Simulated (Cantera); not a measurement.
Input: 1 mol HMDSO, 5.5 mol CO2, 92 mol N2, held at 1.00 Torr.

Method: chemical equilibrium by Gibbs-energy minimisation in Cantera with the NASA 1993 tables (ideal gas, pure condensed phases). Candidate condensed phases: C, C6H6, C7H8, C8H18, H2O, Si, SiC, SiO2, Si2N2O, Si3N4; 151 gas species. The feed counts by its element totals alone. N2 is the only nitrogen source here; it is nearly inert below about 1500 K, so the nitride shown seldom forms there in practice. Rates play no part.

Problem. At 1250 K, list the 4 most abundant gas species with their mole fractions, and the condensed phases.

Solution. N2 0.820, CO 0.0991, H2 0.0811, HCN 3.27e-5. Condensed: C(graphite) + Si2N2O(s).
